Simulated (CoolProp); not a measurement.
A Linde-Hampson liquefier for nitrogen: isothermal reversible compression at 300 K from 1 atm to 20 MPa, throttling to 1 atm, return gas leaving the recuperator 2 K below the feed. Each further row changes one setting.

Values from CoolProp's reference Helmholtz-energy equation of state, Span 2000.

```tsv
case	liquid yield per pass	compression work (kJ/kg of gas)
as stated	0.070	472
high pressure 40 MPa	0.088	542
warm-end temperature 330 K	0.050	522
warm-end gap 7 K	0.058	472
```
